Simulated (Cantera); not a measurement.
Feed: 1 mol Fe₃O₄, 370 mol H₂, held at 158 Torr.

Equilibrium computed with Cantera from the NASA thermochemical tables; the gas is ideal and each condensed phase is pure. Candidate condensed phases: Fe, FeO, Fe(OH)₂, Fe(OH)₃, Fe₂O₃, Fe₃O₄, H₂O; 12 gas species. The numbers say what is thermodynamically allowed, not how fast it happens.

x: gas mole fraction; n: condensed amount in mol.

```tsv
T (°C)	x H₂	x H₂O	x H	x Fe	x OH	x FeO	n Fe(γ)	n Fe(δ)	n Fe(l)
1075	0.989	0.0108	5.02e-6	1.94e-8	8.84e-10	<1e-12	3.00	0	0
1150	0.989	0.0108	1.44e-5	1.27e-7	3.42e-9	3.90e-12	3.00	0	0
1225	0.989	0.0108	?	?	?	?	3.00	0	0
1300	0.989	0.0108	8.82e-5	3.13e-6	3.48e-8	1.84e-10	3.00	0	0
1375	0.989	0.0108	0.000193	1.24e-5	9.49e-8	9.66e-10	3.00	0	0
1450	0.989	0.0108	0.000396	4.35e-5	2.37e-7	4.36e-9	0	2.98	0
1525	0.988	0.0108	0.000764	0.000136	5.49e-7	1.73e-8	0	2.95	0
1600	0.987	0.0108	0.00140	0.000376	1.19e-6	5.93e-8	0	0	2.86
1675	0.986	0.0108	?	?	?	?	0	0	2.65
1750	0.983	0.0108	0.00411	0.00224	4.68e-6	5.17e-7	0	0	2.17
```

**Question.** Fill in the missing entries.

**Answer.** 
- 1675, x H: 0.00245
- 1675, x Fe: 0.000953
- 1675, x OH: 2.42e-6
- 1675, x FeO: 1.83e-7
- 1225, x H: 3.73e-5
- 1225, x Fe: 6.84e-7
- 1225, x OH: 1.16e-8
- 1225, x FeO: 2.96e-11
